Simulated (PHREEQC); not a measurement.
## Buffer: speciation

Consider water at 25 °C with 0.046 mol/kgw NaH2PO4 and 0.0072 mol/kgw K2HPO4. Closed to the air; pH follows from the charge balance.

Computed with PHREEQC (ion-association model, phreeqc.dat).

Precipitation was switched off in this run.

Problem. Estimate the pH, density.

Solution. pH 6.10; density 1.002 g/cm³.

Problem. In which forms is P present?

Solution. H2PO4- 86 %, HPO4-2 13 % of the P.
